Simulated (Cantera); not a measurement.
Charge: 1 mol TiN, a varied amount of C, 0.021 mol N₂, held at 2650 °C and 14.0 Pa.

Method: chemical equilibrium by Gibbs-energy minimisation in Cantera with the NASA 1993 tables (ideal gas, pure condensed phases). Candidate condensed phases: C, Ti, TiC, TiN; 13 gas species. The numbers say what is thermodynamically allowed, not how fast it happens.

Problem. At 0.0099 mol C, list the 6 most abundant gas species with their mole fractions, and the condensed phases.

Solution. Ti 0.654, N₂ 0.339, C 0.00397, CN 0.00237, N 0.000412, C₂ 5.18e-5. Condensed: gas only.
